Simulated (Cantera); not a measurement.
An isothermal, constant-pressure homogeneous reactor starts with N2O : O2 = 1 : 0.28 (molar parts), at 1550 K and 11000 Pa. Integrator tolerance rtol = 1e-08.

Cantera simulation using GRI-Mech 3.0 (53 species, 325 reactions); the numbers are that mechanism's predictions, not measurements. GRI-Mech 3.0 was tuned for natural gas; its chemistry of N2O as a main component is partial and can be far from experiment. The temperature is held fixed by assumption; the heat of reaction is taken as removed at once.

Question: What does this change do: N2O 1 to 0.33 parts?

Answer: 
| quantity | before | after |
|---|---|---|
| x(N2O) at 4.00 s | 6.48e-6 (gas-phase equilibrium 3.21e-8) | 3.66e-6 (gas-phase equilibrium 2.78e-8) |
| x(O2) at 4.00 s | 0.365 (gas-phase equilibrium 0.437) | 0.518 (gas-phase equilibrium 0.573) |
| x(O) at 4.00 s | 1.44e-5 (gas-phase equilibrium 1.57e-5) | 1.71e-5 (gas-phase equilibrium 1.80e-5) |
| x(NO2) at 4.00 s | 0.000295 (gas-phase equilibrium 4.18e-6) | 0.000267 (gas-phase equilibrium 4.77e-6) |
| x(NO) at 4.00 s | 0.147 (gas-phase equilibrium 0.00190) | 0.111 (gas-phase equilibrium 0.00189) |
